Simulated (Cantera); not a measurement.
Charge: 1 mol CHF3, held at 3102 °C and 10.0 mbar.

These are equilibrium values from Cantera (NASA tables, ideal gas, pure condensed phases), not measurements of a reactor. Candidate condensed phases: C, C6H6, C7H8, C8H18; 95 gas species. Kinetics and transport are ignored.

Question: What is the equilibrium state?

Answer: 
| Item | Result |
|---|---|
| x(F) | 0.572 |
| x(HF) | 0.196 |
| x(H) | 0.0753 |
| x(C3) | 0.0493 |
| x(CF) | 0.0470 |
| x(C) | 0.0431 |
| x(C2) | 0.0150 |
| x(CF2) | 0.00136 |
| x(C2H) | 0.000435 |
| gas amount | 3.670 mol |
| log10 activity of C(graphite) (absent) | -0.45 |
